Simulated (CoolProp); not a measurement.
Properties of hexamethyldisiloxane (MM) along the isobar 1.01 bar (Tc = 245.6 °C, pc = 19.31 bar, ω = 0.418).

Computed with CoolProp (reference Helmholtz-energy equation of state, Thol 2016).

```json
[
 {"T (°C)": "-37.35", "phase": "liquid", "Z": "0.01015", "isothermal compressibility (1/MPa)": "0.001239", "expansivity (1/kK)": "1.232", "fugacity coefficient": "0.0008049"},
 {"T (°C)": "-28.25", "phase": "liquid", "Z": "0.009888", "isothermal compressibility (1/MPa)": "0.001334", "expansivity (1/kK)": "1.248", "fugacity coefficient": "0.001765"},
 {"T (°C)": "-19.05", "phase": "liquid", "Z": "0.009640", "isothermal compressibility (1/MPa)": "0.001439", "expansivity (1/kK)": "1.266", "fugacity coefficient": "0.003641"},
 {"T (°C)": "-9.85", "phase": "liquid", "Z": "0.009413", "isothermal compressibility (1/MPa)": "0.001555", "expansivity (1/kK)": "1.287", "fugacity coefficient": "0.007062"},
 {"T (°C)": "-0.65", "phase": "liquid", "Z": "0.009205", "isothermal compressibility (1/MPa)": "0.001683", "expansivity (1/kK)": "1.310", "fugacity coefficient": "0.01296"},
 {"T (°C)": "8.55", "phase": "liquid", "Z": "0.009013", "isothermal compressibility (1/MPa)": "0.001824", "expansivity (1/kK)": "1.335", "fugacity coefficient": "0.02266"},
 {"T (°C)": "17.75", "phase": "liquid", "Z": "0.008837", "isothermal compressibility (1/MPa)": "0.001981", "expansivity (1/kK)": "1.364", "fugacity coefficient": "0.03788"},
 {"T (°C)": "26.95", "phase": "liquid", "Z": "0.008676", "isothermal compressibility (1/MPa)": "0.002156", "expansivity (1/kK)": "1.395", "fugacity coefficient": "0.06087"},
 {"T (°C)": "36.15", "phase": "liquid", "Z": "0.008528", "isothermal compressibility (1/MPa)": "0.002351", "expansivity (1/kK)": "1.429", "fugacity coefficient": "0.09437"},
 {"T (°C)": "45.35", "phase": "liquid", "Z": "0.008392", "isothermal compressibility (1/MPa)": "0.002571", "expansivity (1/kK)": "1.468", "fugacity coefficient": "0.1416"},
 {"T (°C)": "54.55", "phase": "liquid", "Z": "0.008269", "isothermal compressibility (1/MPa)": "0.002820", "expansivity (1/kK)": "1.510", "fugacity coefficient": "0.2064"},
 {"T (°C)": "63.65", "phase": "liquid", "Z": "0.008159", "isothermal compressibility (1/MPa)": "0.003100", "expansivity (1/kK)": "1.557", "fugacity coefficient": "0.2916"},
 {"T (°C)": "72.85", "phase": "liquid", "Z": "0.008058", "isothermal compressibility (1/MPa)": "0.003423", "expansivity (1/kK)": "1.609", "fugacity coefficient": "0.4037"},
 {"T (°C)": "82.05", "phase": "liquid", "Z": "0.007969", "isothermal compressibility (1/MPa)": "0.003797", "expansivity (1/kK)": "1.668", "fugacity coefficient": "0.5463"},
 {"T (°C)": "91.25", "phase": "liquid", "Z": "0.007890", "isothermal compressibility (1/MPa)": "0.004231", "expansivity (1/kK)": "1.735", "fugacity coefficient": "0.7242"}
]
```
